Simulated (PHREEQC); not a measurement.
TMAH is added in steps, without added water, to 1 kg of water holding 0.0024 mol/kgw H2SO4, 0.0036 mol/kgw MnSO4 and 0.0077 mol/kgw Na2SO4, at 25 °C. No oxygen is let in. No CO2 enters from the air. The run lets Pyrochroite precipitate or redissolve, and no other solid.

Base run: PHREEQC, ion-association model, phreeqc.dat. Each further column changes one thing. The table gives pH.

```json
[
 {"TMAH added (mol)": "0", "base": "2.57", "0.00057 mol/kgw CO2 added": "2.57", "no solid may form": "2.57"},
 {"TMAH added (mol)": "0.002625", "base": "2.92", "0.00057 mol/kgw CO2 added": "2.92", "no solid may form": "2.92"},
 {"TMAH added (mol)": "0.004375", "base": "3.64", "0.00057 mol/kgw CO2 added": "3.64", "no solid may form": "3.64"},
 {"TMAH added (mol)": "0.007", "base": "9.14", "0.00057 mol/kgw CO2 added": "9.14", "no solid may form": "10.80"},
 {"TMAH added (mol)": "0.009625", "base": "9.31", "0.00057 mol/kgw CO2 added": "9.31", "no solid may form": "11.28"},
 {"TMAH added (mol)": "0.01137", "base": "9.59", "0.00057 mol/kgw CO2 added": "9.59", "no solid may form": "11.46"},
 {"TMAH added (mol)": "0.014", "base": "11.21", "0.00057 mol/kgw CO2 added": "11.12", "no solid may form": "11.65"}
]
```

(CH3)4N+ isn't in the database: it is added as a free cation with an ion size of 4 Å. In at least one series the solution becomes supersaturated in solids that the run did not let form, among them Pyrochroite. Solids allowed in the column '0.00057 mol/kgw CO2 added': Rhodochrosite, Pyrochroite.
